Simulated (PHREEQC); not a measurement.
# Ultrapure water in contact with air or piping: speciation

Model water analysis in mg/kgw, 25 °C, pH 5.96, pe 2.6: Na 0.127; K 0.0198; Ca 0.643; Mg 0.0554; Cl 0.229; S(6) as SO4 1.47; Alkalinity as HCO3 0.48; Si as SiO2 0.0166; Zn 0.0192.

Na is adjusted to close the charge balance.
Valence states are taken as typed.

All values are PHREEQC results (ion-association model, phreeqc.dat), not measurements.

Each row changes one thing in this solution. No solid was allowed to form.

```json
[
 {"case": "as made", "CO2 (mol/kgw)": "2.19e-5", "HCO3- (mol/kgw)": "8.96e-6", "CaSO4 (mol/kgw)": "3.99e-8", "MgSO4 (mol/kgw)": "7.48e-9", "CaHCO3+ (mol/kgw)": "1.76e-9", "HSO4- (mol/kgw)": "1.58e-9", "SI of Quartz (SiO2)": "-2.58"},
 {"case": "Si from 0.0166 to 0.0498 mg/kgw", "CO2 (mol/kgw)": "2.19e-5", "HCO3- (mol/kgw)": "8.96e-6", "CaSO4 (mol/kgw)": "3.99e-8", "MgSO4 (mol/kgw)": "7.48e-9", "CaHCO3+ (mol/kgw)": "1.76e-9", "HSO4- (mol/kgw)": "1.58e-9", "SI of Quartz (SiO2)": "-2.10"},
 {"case": "pH from 5.96 to 6.26 at the same alkalinity", "CO2 (mol/kgw)": "1.03e-5", "HCO3- (mol/kgw)": "8.40e-6", "CaSO4 (mol/kgw)": "4.00e-8", "MgSO4 (mol/kgw)": "7.48e-9", "CaHCO3+ (mol/kgw)": "1.65e-9", "HSO4- (mol/kgw)": "7.90e-10", "SI of Quartz (SiO2)": "-2.58"},
 {"case": "all concentrations times 2 at the same typed pH", "CO2 (mol/kgw)": "4.09e-5", "HCO3- (mol/kgw)": "1.68e-5", "CaSO4 (mol/kgw)": "1.54e-7", "MgSO4 (mol/kgw)": "2.88e-8", "CaHCO3+ (mol/kgw)": "6.49e-9", "HSO4- (mol/kgw)": "3.10e-9", "SI of Quartz (SiO2)": "-2.28"},
 {"case": "temperature from 25 to 35 °C at the same typed pH", "CO2 (mol/kgw)": "1.98e-5", "HCO3- (mol/kgw)": "8.95e-6", "CaSO4 (mol/kgw)": "4.29e-8", "MgSO4 (mol/kgw)": "9.56e-9", "CaHCO3+ (mol/kgw)": "1.98e-9", "HSO4- (mol/kgw)": "1.98e-9", "SI of Quartz (SiO2)": "-2.72"}
]
```
